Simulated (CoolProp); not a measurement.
Vapour-liquid equilibrium of propane (1) + isobutane (2) at 293 kPa; x and y are mole fractions of (1).

Values from CoolProp's multi-fluid Helmholtz-energy mixture model, Lemmon 2009 and Bücker 2006; pair parameters Kunz 2012.

Problem. Give the bubble temperature and the first vapour's composition at x = 0.125, 0.35, 0.725. Is there an azeotrope?

Solution. x = 0.125: 285.8 K, y = 0.267; x = 0.35: 276.7 K, y = 0.587; x = 0.725: 265.0 K, y = 0.883. No azeotrope shows between x = 0.05 and 0.95.

Pair parameters are fitted to limited data, so mixtures are less certain than the pure fluids.
